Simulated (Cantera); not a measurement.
A perfectly stirred reactor is fed with C2H6 : N2 = 1 : 21 (molar parts), at 0.0138 atm; it is held at 1675 K, and followed from long to short residence time.

Computed with Cantera and GRI-Mech 3.0 (53 species, 325 reactions). GRI-Mech 3.0 stops at C3 and has no aromatics, soot or wall deposition, so with more carbon than oxygen in the feed, carbon stays in small species such as C2H2 where larger ones or solid carbon would form. Radical loss at walls, strong at low pressure, is not modelled.

Problem. Predict: x(C2H6) at τ = 0.610 s; x(C2H2) at τ = 0.610 s; x(H) at τ = 0.610 s; x(C2H4) at τ = 0.610 s; x(C2H) at τ = 0.610 s; x(C2H6) at τ = 15.0 ms; x(C2H2) at τ = 15.0 ms; x(H) at τ = 15.0 ms; x(C2H4) at τ = 15.0 ms; x(C2H) at τ = 15.0 ms.

Solution. 
* **x(C2H6) at τ = 0.610 s**: 4.92e-5
* **x(C2H2) at τ = 0.610 s**: 0.0389
* **x(H) at τ = 0.610 s**: 0.000581
* **x(C2H4) at τ = 0.610 s**: 0.000263
* **x(C2H) at τ = 0.610 s**: 1.48e-6
* **x(C2H6) at τ = 15.0 ms**: 0.00161
* **x(C2H2) at τ = 15.0 ms**: 0.0272
* **x(H) at τ = 15.0 ms**: 0.000745
* **x(C2H4) at τ = 15.0 ms**: 0.00539
* **x(C2H) at τ = 15.0 ms**: 1.88e-6
